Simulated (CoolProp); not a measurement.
Aqueous lithium chloride as a coolant, 18 % by mass, freezing at -34.9 °C, 1 atm.

Model: Melinder's fits for secondary coolants, in CoolProp.

| T (°C) | conductivity (W/(m K)) | viscosity (mPa s) | Prandtl number | cp (kJ/(kg K)) |
|---|---|---|---|---|
| -5.4 | 0.521 | 3.92 | 24.0 | … |
| -0.4 | 0.528 | 3.32 | 20.3 | 3.220 |
| 4.6 | … | 2.86 | … | 3.247 |
| 9.7 | 0.542 | 2.48 | 15.0 | 3.274 |
| 14.7 | 0.549 | 2.19 | 13.2 | … |
| 19.7 | 0.556 | 1.95 | 11.7 | 3.326 |
| 24.8 | … | 1.75 | 10.4 | 3.353 |
| 29.8 | 0.570 | 1.58 | 9.36 | 3.380 |
| 34.9 | 0.577 | 1.43 | … | 3.406 |
| 39.9 | 0.584 | 1.30 | 7.65 | 3.433 |

Q: Complete the blanks.

A: 
- -5.4, cp (kJ/(kg K)): 3.194
- 4.6, conductivity (W/(m K)): 0.535
- 4.6, Prandtl number: 17.4
- 14.7, cp (kJ/(kg K)): 3.300
- 24.8, conductivity (W/(m K)): 0.563
- 34.9, Prandtl number: 8.44
